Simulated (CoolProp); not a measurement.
Properties of n-perfluorobutane along the isotherm 176.85 °C.

Model: reference Helmholtz-energy equation of state, Gao 2022, in CoolProp.

```json
[
 {"p (MPa)": "1.11", "phase": "gas", "Z": "0.9066", "cv (kJ/(kg K))": "0.9522", "fugacity coefficient": "0.9135"},
 {"p (MPa)": "2.22", "phase": "gas", "Z": "0.8022", "cv (kJ/(kg K))": "0.9616", "fugacity coefficient": "0.8297"},
 {"p (MPa)": "3.33", "phase": "supercritical", "Z": "0.6936", "cv (kJ/(kg K))": "0.9741", "fugacity coefficient": "0.7501"},
 {"p (MPa)": "4.44", "phase": "supercritical", "Z": "0.5990", "cv (kJ/(kg K))": "0.9862", "fugacity coefficient": "0.6775"},
 {"p (MPa)": "5.56", "phase": "supercritical", "Z": "0.5492", "cv (kJ/(kg K))": "0.9903", "fugacity coefficient": "0.6151"},
 {"p (MPa)": "6.67", "phase": "supercritical", "Z": "0.5500", "cv (kJ/(kg K))": "0.9885", "fugacity coefficient": "0.5664"},
 {"p (MPa)": "7.78", "phase": "supercritical", "Z": "0.5761", "cv (kJ/(kg K))": "0.9861", "fugacity coefficient": "0.5294"},
 {"p (MPa)": "8.89", "phase": "supercritical", "Z": "0.6132", "cv (kJ/(kg K))": "0.9841", "fugacity coefficient": "0.5015"},
 {"p (MPa)": "10", "phase": "supercritical", "Z": "0.6553", "cv (kJ/(kg K))": "0.9827", "fugacity coefficient": "0.4803"}
]
```
